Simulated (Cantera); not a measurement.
# Equilibrium for boron, boron nitride and boron oxide: B2H6 + H2O

Input: 1 mol B2H6, 0.21 mol H2O, equilibrated at 1448 K.

Cantera equilibrium calculation (NASA polynomials, part measured and part estimated; ideal gas, pure solids and liquids). Candidate condensed phases: B, B2O3, B3O3H3, H2O; 23 gas species. The feed counts by its element totals alone. Mutual solubility and eutectic melting of coexisting phases are not modelled. Rates play no part.

```
P (Pa)  log p H2  log p HBO  log p B2O2  log p B3O3H3  n B(s)  n B2O3(l)
------  --------  ---------  ----------  ------------  ------  ---------
10         -4.02      -5.44       -5.92        -10.37    1.79          0
63         -3.22      -4.65       -5.14         -8.00    1.79          0
400        -2.42      -3.91       -4.46         -5.78    1.81    0.00834
2500       -1.61      -3.50       -4.46         -4.57    1.84     0.0485
16000      -0.80      -3.10       -4.46         -3.36    1.85     0.0550
100000      0.00      -2.70       -4.46         -2.16    1.84     0.0458
```
log p: log10 of the partial pressure in bar; n: condensed amount in mol.

From 10.0 Pa to 63.0 Pa the condensed part is B(s). From 4.00 mbar to 1.00 bar the condensed part is B(s) + B2O3(l). The main B-bearing gas is HBO at 10.0 Pa and B3O3H3 at 1.00 bar. The share of B in condensed phases is highest at 0.160 bar (97.8 %) and lowest at 10.0 Pa (89.6 %).
